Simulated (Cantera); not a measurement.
Input: 1 mol PbS, 910 mol H2, held at 1675 °C and 730000 Pa.

Method: chemical equilibrium by Gibbs-energy minimisation in Cantera with the NASA 1993 tables (ideal gas, pure condensed phases). Candidate condensed phases: Pb, PbS, S; 10 gas species. Rates play no part.

Base state: H2 0.997, Pb 0.00106, H2S 0.00103, H 0.000418, SH 3.54e-5, PbS 3.41e-5 (mole fractions); condensed: gas only.

**Question.** What changes in the equilibrium state with this change: H2 from 910 to 1.9 mol?

**Answer.** 
```
species   before     after
-------  -------  --------
H2         0.997     0.584
PbS      3.41e-5     0.267
Pb       0.00106    0.0759
H2S      0.00103    0.0658
S2       3.11e-7   0.00373
Pb2      4.45e-8  0.000227
S        4.63e-7   5.07e-5
```

**Question.** What changes in the equilibrium state with this change: PbS replaced by CuO?

**Answer.** 
```tsv
species	before	after
H2	0.997	0.998
H2O	0	0.00110
H	0.000418	0.000418
Pb	0.00106	0
H2S	0.00103	0
Cu	0	0.000359
SH	3.54e-5	0
PbS	3.41e-5	0
Cu(l), mol	0	0.671
```
Further candidate phases: Cu, CuO, Cu(OH)2, Cu2O, H2O.

**Question.** What changes in the equilibrium state with this change: temperature from 1675 °C to 652 °C?

**Answer.** 
```
species       before    after
----------  --------  -------
H2             0.997    0.999
H2S          0.00103  0.00110
Pb           0.00106  3.66e-7
H           0.000418    <1e-9
SH           3.54e-5    <1e-9
PbS          3.41e-5  1.84e-7
Pb(l), mol         0    1.000
```
